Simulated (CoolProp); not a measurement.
Vapour pressure (bar) of R1336mzz(E): the reference equation beside estimates from Tc = 130.4 °C, pc = 27.79 bar, ω = 0.413. Clausius-Clapeyron is anchored at 34.75 °C with a constant enthalpy of vaporisation of 22.80 kJ/mol.

The numbers come from the reference Helmholtz-energy equation of state, Akasaka 2023 in CoolProp.

```tsv
T (°C)	reference	Clausius-Clapeyron	Soave-Redlich-Kwong
15.05	1.344	1.464	1.344
17.85	1.493	1.604	1.494
20.65	1.656	1.755	1.658
23.45	1.831	1.916	1.835
26.35	2.028	2.096	2.033
29.15	2.233	2.281	2.240
31.95	2.453	2.479	2.463
34.75	2.690	2.690	2.702
37.55	2.944	2.915	2.960
40.45	3.226	3.163	3.245
43.25	3.518	3.417	3.541
46.05	3.829	3.687	3.857
48.85	4.161	3.973	4.194
51.65	4.514	4.276	4.553
54.55	4.903	4.607	4.949
```

Absolute difference from the reference over all 15 rows, mean and median: Clausius-Clapeyron 3.9 and 3.7 %, Soave-Redlich-Kwong 0.5 and 0.4 %.
